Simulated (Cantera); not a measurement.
Charge: 1 mol CH2F2, 0.041 mol H2, equilibrated at 28.0 Pa.

Cantera equilibrium calculation (NASA polynomials, part measured and part estimated; ideal gas, pure solids and liquids). Candidate condensed phases: C, C6H6, C7H8, C8H18; 95 gas species. Rates play no part. All values below are at 1648 K.

Base state: HF 0.980, H2 0.0197, H 0.000747 (mole fractions); condensed: C(graphite).

Task: What changes in the equilibrium state with this change: H2 from 0.041 to 3.6 mol?

Result: 
```csv
species,before,after
H2,0.0197,0.639
HF,0.980,0.356
H,0.000747,0.00426
C2H2 (acetylene),8.81e-7,2.86e-5
"C(graphite), mol",1.000,1.000
```
